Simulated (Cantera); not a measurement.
Catalytic combustion on Pt

An isothermal plug-flow reactor at 875 K and 2.30 bar (inlet), inlet velocity 0.48 m/s, active area per volume 580 1/m; feed 0.294 % H2, 6.82 % O2, 92.9 % N2, equivalence ratio 0.022.

Computed with Cantera and Deutschmann's 1995 Pt surface mechanism with GRI-Mech 3.0 gas chemistry. Catalytic surfaces can have several steady states; this one follows from the mechanism file's or the stated starting coverage. Mass transfer to the wall is taken as infinitely fast.

```tsv
z (m)	x H2	x O2	x H2O	θ free Pt	θ O*	θ OH*
4e-05	0.00244	0.0680	0.000505	0.105	0.894	0.00139
7.6e-05	0.00208	0.0678	0.000861	0.0988	0.900	0.00143
0.00015	0.00154	0.0675	0.00140	0.0902	0.908	0.00148
0.00029	0.000920	0.0673	0.00202	0.0814	0.917	0.00152
0.00055	0.000386	0.0670	0.00256	0.0747	0.924	0.00154
0.0011	6.91e-5	0.0669	0.00287	0.0711	0.927	0.00155
0.0021	3.28e-6	0.0668	0.00294	0.0704	0.928	0.00155
0.004	1.02e-8	0.0668	0.00294	0.0703	0.928	0.00155
```
x: gas mole fraction; θ: surface coverage.
